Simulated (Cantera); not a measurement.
A closed system holds: 1 mol B₂O₃, 0.34 mol O₂, 0.53 mol N₂, held at 2398 K.

Method: chemical equilibrium by Gibbs-energy minimisation in Cantera with the NASA 1993 tables (ideal gas, pure condensed phases). Candidate condensed phases: B, BN, B₂O₃; 17 gas species. Kinetics and transport are ignored.

x: gas mole fraction; nothing condenses.

```
P (Pa)  x B₂O₃      x BO   x N₂   x BO₂      x O    x O₂     x NO
------  ------  --------  -----  ------  -------  ------  -------
10       0.102     0.283  0.181   0.203    0.182  0.0448  0.00422
32       0.211     0.159  0.214   0.234    0.117  0.0592  0.00527
100      0.303    0.0759  0.237   0.225   0.0751  0.0765  0.00632
320      0.368    0.0330  0.252   0.196   0.0470  0.0962  0.00730
1000     0.411         …  0.261       …        …       …  0.00809
3200     0.442         …  0.266       …        …       …  0.00870
10000    0.465   0.00255  0.270   0.103   0.0102   0.141  0.00915
32000    0.482   0.00107  0.272  0.0795  0.00588   0.150  0.00948
100000   0.495  0.000456  0.274  0.0612  0.00340   0.157  0.00972
```

Task: Some entries are withheld; supply them.

Result: 
- 3200, x BO: 0.00598
- 3200, x BO₂: 0.130
- 3200, x O: 0.0173
- 3200, x O₂: 0.129
- 1000, x BO: 0.0142
- 1000, x BO₂: 0.163
- 1000, x O: 0.0290
- 1000, x O₂: 0.114
